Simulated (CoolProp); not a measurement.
Computed with CoolProp (reference Helmholtz-energy equation of state, Lemmon 2003). It is a pseudo-pure fit of the blend.

For R507A, give the phase and the cp (kJ/(kg K)), Prandtl number at 313.2 K and 0.776 MPa; 282.2 K and 5.79 MPa; 374.3 K and 0.0155 MPa.


- 313.2 K and 0.776 MPa: gas; cp 0.992, Prandtl number 0.839
- 282.2 K and 5.79 MPa: liquid; cp 1.36, Prandtl number 3.25
- 374.3 K and 0.0155 MPa: gas; cp 0.989, Prandtl number 0.795

Viscosity comes from a separate model (Geller 2000). Thermal conductivity comes from a separate model (Geller 2001).
